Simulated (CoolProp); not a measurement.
A simple Rankine cycle with ethanol: condensing at 319.15 K, boiler at 1.31 MPa, turbine inlet 585 K, turbine efficiency 0.8, pump efficiency 0.6, no recuperator. Each further row changes one setting.

Computed with CoolProp (reference Helmholtz-energy equation of state, Schroeder 2014).

```csv
case,thermal efficiency (%),net work (kJ/kg),heat in (kJ/kg),turbine exit temperature (K),volume ratio over the turbine
as stated,___,278,1390,___,___
turbine inlet 605 K,20.1,289,1440,463.9,42.7
condensing temperature 311.15 K,21.3,301,___,432.4,62.1
boiler pressure 0.917 MPa,___,259,1400,457.7,30.3
turbine efficiency 0.7,17.5,___,1390,___,44.3
```

Problem. What belongs in the gaps?

Solution. 
- as stated, thermal efficiency (%): 20.0
- as stated, turbine exit temperature (K): 444.8
- as stated, volume ratio over the turbine: 42.5
- condensing temperature 311.15 K, heat in (kJ/kg): 1410
- boiler pressure 0.917 MPa, thermal efficiency (%): 18.5
- turbine efficiency 0.7, net work (kJ/kg): 243
- turbine efficiency 0.7, turbine exit temperature (K): 462.9
